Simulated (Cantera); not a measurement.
Charge: 1 mol CH₃Cl, 3.4 mol H₂, at 1000 Pa.

Equilibrium computed with Cantera from the NASA thermochemical tables; the gas is ideal and each condensed phase is pure. Candidate condensed phases: C, C₆H₆, C₇H₈, C₈H₁₈; 91 gas species. Equilibrium is a limit: real reactors are often held back by kinetics, nucleation or transport. All values below are at 2348 K.

Base state: H₂ 0.717, HCl 0.158, H 0.105, Cl 0.0165, C₂H₂ (acetylene) 0.00392, C₂H 2.91e-5 (mole fractions); condensed: C(graphite).

Problem. What changes in the equilibrium state with this change: CH₃Cl replaced by C₂F₆?

Solution. 
```json
[
 {"species": "HF", "before": "0", "after": "0.924"},
 {"species": "H₂", "before": "0.717", "after": "0.0482"},
 {"species": "H", "before": "0.105", "after": "0.0271"},
 {"species": "HCl", "before": "0.158", "after": "0"},
 {"species": "Cl", "before": "0.0165", "after": "0"},
 {"species": "F", "before": "0", "after": "0.000713"},
 {"species": "CF", "before": "0", "after": "1.41e-5"},
 {"species": "C₂H₂ (acetylene)", "before": "0.00392", "after": "0.000263"},
 {"species": "C₂H", "before": "2.91e-5", "after": "7.53e-6"},
 {"species": "C(graphite), mol", "before": "0.954", "after": "2.00"}
]
```
The feed counts by its element totals alone.
